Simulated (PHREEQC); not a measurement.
Make-up at 94 °C: 0.19 mol/kgw HF, 0.027 mol/kgw KF and 0.00037 mol/kgw HCl. Closed to the air; pH follows from the charge balance.

Model: ion-association model, wateq4f.dat, run in PHREEQC.

Each row changes one thing in this solution. Precipitation was switched off in this run.

```tsv
case	pH	ionic strength (mol/kgw)	HF (mol/kgw)	F- (mol/kgw)	HF2- (mol/kgw)	H2F2 (mol/kgw)
as made	2.70	0.0293	0.167	0.0172	0.0118	0.00458
diluted 5-fold with water	2.94	0.00665	0.0356	0.00575	0.000831	0.000207
0.055 mol/kgw H2SO4 added	1.51	0.0690	0.200	0.00145	0.00119	[?]
HCl replaced by LiCl at the same molality	2.71	0.0296	0.167	0.0174	[?]	0.00456
KF left out	2.15	0.00786	0.170	0.00443	0.00306	0.00472
```

Question: Complete the blanks.

Answer: 
- 0.055 mol/kgw H2SO4 added, H2F2 (mol/kgw): 0.00662
- HCl replaced by LiCl at the same molality, HF2- (mol/kgw): 0.0119

wateq4f.dat counts part of the HF as a dimer, H2F2, which phreeqc.dat doesn't know; its constant is uncertain. Constants without temperature data keep their 25 °C values here.
